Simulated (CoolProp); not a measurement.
Model: reference Helmholtz-energy equation of state, Thol 2019, in CoolProp.

**Question.** For dodecamethylpentasiloxane (MD3M), give the phase and the Z, Joule-Thomson coefficient (K/MPa), expansivity (1/kK) at 620 K and 397 kPa; 620 K and 2380 kPa.

**Answer.** 
- 620 K and 397 kPa: gas; Z 0.818, Joule-Thomson coefficient 14.9, expansivity 3.51
- 620 K and 2380 kPa: liquid; Z 0.349, Joule-Thomson coefficient 0.951, expansivity 3.49
